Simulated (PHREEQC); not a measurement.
Solution (25 °C): 0.2 mol CaCl2, 0.038 mol Na2HPO4 and 0.00065 mol KCl per kg of water. Closed to the air; pH follows from the charge balance.

Computed with PHREEQC (ion-association model, phreeqc.dat).

| quantity | before | after |
|---|---|---|
| pH | 7.39 | 7.48 |
| Ca+2 (mol/kgw) | 0.170 | 0.0727 |
| CaOH+ (mol/kgw) | 2.35e-7 | 1.42e-7 |
| SI of Halite (NaCl) | -3.43 | -3.69 |
| SI of Sylvite (KCl) | -4.88 | -5.12 |

Question: Which change was made?
A. KCl from 0.00065 to 0.000325 mol/kgw
B. CaCl2 from 0.2 to 0.1 mol/kgw
C. temperature from 25 to 30 °C
D. KCl from 0.00065 to 0.0065 mol/kgw
E. CaCl2 replaced by Ca(NO3)2 at the same molality

Answer: B, CaCl2 from 0.2 to 0.1 mol/kgw

Precipitation was switched off in this run. Some of these states are supersaturated (in Hydroxyapatite, for instance).
